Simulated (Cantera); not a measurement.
An isothermal, constant-pressure homogeneous reactor starts with 5.26 % C2H6, 94.7 % N2, at 1200 K and 0.000760 atm.

Computed with Cantera and GRI-Mech 3.0 (53 species, 325 reactions). GRI-Mech 3.0 stops at C3 and has no aromatics, soot or wall deposition, so with more carbon than oxygen in the feed, carbon stays in small species such as C2H2 where larger ones or solid carbon would form. Radical loss at walls, strong at low pressure, is not modelled.

x: mole fraction; the columns are a selection and need not sum to one.

```csv
t (s),x C2H6,x HCN,x H2,x C2H4,x H
3.00e-5,0.0526,<1e-12,<1e-12,<1e-12,2.91e-12
7.44e-5,0.0526,<1e-12,<1e-12,<1e-12,7.13e-12
0.000185,0.0526,<1e-12,2.34e-12,2.41e-12,1.82e-11
0.000458,0.0526,<1e-12,1.67e-11,3.34e-11,6.18e-11
0.00114,0.0526,<1e-12,2.03e-10,4.84e-10,3.95e-10
0.00282,0.0526,<1e-12,4.01e-9,7.08e-9,3.38e-9
0.00698,0.0526,<1e-12,7.99e-8,1.05e-7,2.60e-8
0.0173,0.0526,<1e-12,1.37e-6,1.54e-6,1.73e-7
0.0430,0.0526,<1e-12,2.10e-5,2.21e-5,1.02e-6
0.107,0.0522,5.54e-11,?,?,?
0.264,0.0503,6.99e-10,0.00169,0.00181,8.61e-6
0.655,0.0427,2.73e-9,0.00726,0.00789,1.45e-5
1.63,0.0236,6.21e-9,0.0210,0.0217,2.15e-5
4.03,0.00435,9.44e-9,0.0374,0.0305,2.30e-5
10.0,0.000394,1.01e-8,0.0467,0.0263,8.90e-6
```

### Question
Complete the blanks.

### Answer

- 0.107, x H2: 0.000252
- 0.107, x C2H4: 0.000263
- 0.107, x H: 4.15e-6
